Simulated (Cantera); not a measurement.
An adiabatic, constant-volume homogeneous reactor starts with 9.51 % CH4, 19.0 % O2, 71.5 % N2, equivalence ratio 1.0, at 1350 K and 1.00 bar.

Detailed kinetics in Cantera: GRI-Mech 3.0 (53 species, 325 reactions).

**Question.** Predict: time of steepest temperature rise; temperature at 7.00 s; equilibrium temperature; x(O2) at 7.00 s; x(HCN) at 7.00 s; x(CO) at 7.00 s.

**Answer.** 
```json
{
 "time_of_steepest_temperature_rise": "5.95 ms",
 "temperature at 7.00 s": "2861 K",
 "equilibrium_temperature": "2861 K",
 "x(O2) at 7.00 s": "0.0197 (gas-phase equilibrium 0.0197)",
 "x(HCN) at 7.00 s": "3.04e-9 (gas-phase equilibrium 3.04e-9)",
 "x(CO) at 7.00 s": "0.0438 (gas-phase equilibrium 0.0438)"
}
```
